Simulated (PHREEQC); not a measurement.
Solution A (18 mmol/kgw H2SO4, 4.9 mmol/kgw CuSO4 and 0.51 mmol/kgw MgCl2) is mixed with solution B (0.11 mol AgNO3, 0.00031 mol HF and 0.0029 mol Na2SO4 per kg of water) at 20 °C; shares are by mass of water, 1 kg in all. O2 is buffered at 0.21 atm. CO2 from the air is kept out. The run lets Brucite, Tenorite, Brochantite, Antlerite, Atacamite, Cu2(OH)3NO3, Cerargyrite, Ag2O, Ag2SO4, Halite, Mirabilite, Epsomite, Chalcanthite, CuF2:2H2O precipitate or redissolve, and no other solid.

Computed with PHREEQC (ion-association model, wateq4f.dat).

```csv
share of solution B,pH,Cerargyrite (mol),Ag+ (mol/kgw)
0,1.67,0,0
0.1,…,…,0.00929
0.2,1.74,0.000816,0.0196
0.3,…,…,…
0.4,…,0.000612,0.0406
0.5,1.92,0.000510,0.0512
0.6,2.00,…,0.0618
0.7,2.11,0.000306,0.0726
0.8,2.28,0.000204,0.0835
0.9,2.56,0.000102,…
1,3.69,0,0.106
```

**Question.** Fill in the missing entries.

**Answer.** 
- 0.1, pH: 1.70
- 0.1, Cerargyrite (mol): 0.000918
- 0.3, pH: 1.79
- 0.3, Cerargyrite (mol): 0.000714
- 0.3, Ag+ (mol/kgw): 0.0301
- 0.4, pH: 1.85
- 0.6, Cerargyrite (mol): 0.000408
- 0.9, Ag+ (mol/kgw): 0.0945

Species that the database lacks are ignored.
